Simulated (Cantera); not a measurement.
**CH₃Cl + H₂ (fluorocarbon and chlorocarbon gases)**

Input: 1 mol CH₃Cl, 0.093 mol H₂, equilibrated at 1623.15 K.

Method: chemical equilibrium by Gibbs-energy minimisation in Cantera with the NASA 1993 tables (ideal gas, pure condensed phases). Candidate condensed phases: C, C₆H₆, C₇H₈, C₈H₁₈; 91 gas species. Equilibrium is a limit: real reactors are often held back by kinetics, nucleation or transport.

From 1.00 Pa to 1.00 bar the condensed part is C(graphite). The main C-bearing gas is C₂H₂ (acetylene) at 1.00 Pa and CH₄ at 1.00 bar.

| P (Pa) | log p H₂ | log p HCl | log p H | log p Cl | n C(graphite) |
|---|---|---|---|---|---|
| 1 | -5.29 | -5.34 | -6.80 | -6.96 | 1.000 |
| 3.60 | -4.73 | -4.77 | -6.52 | -6.67 | 1.000 |
| 13 | -4.17 | -4.21 | -6.24 | -6.39 | 1.000 |
| 46 | -3.62 | -3.66 | -5.97 | -6.11 | 1.000 |
| 170 | -3.05 | -3.09 | -5.69 | -5.83 | 1.000 |
| 600 | -2.50 | -2.54 | -5.41 | -5.55 | 1.000 |
| 2200 | -1.94 | -1.98 | -5.13 | -5.27 | 1.000 |
| 7700 | -1.40 | -1.43 | -4.86 | -5.00 | 1.000 |
| 28000 | -0.84 | -0.87 | -4.58 | -4.72 | 1.000 |
| 100000 | -0.28 | -0.32 | -4.30 | -4.44 | 0.999 |
log p: log10 of the partial pressure in bar; n: condensed amount in mol.
